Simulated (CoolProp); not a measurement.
Values from CoolProp's reference Helmholtz-energy equation of state, McLinden 2015.

Problem. For the fluoroketone C6F12O (FK-5-1-12), give the phase and the cp (kJ/(kg K)), cv (kJ/(kg K)), speed of sound (m/s), isothermal compressibility (1/MPa) at 136.65 °C and 0.101 MPa.

Solution. 
- 136.65 °C and 0.101 MPa: gas; cp 0.974, cv 0.944, speed of sound 103, isothermal compressibility 10.2
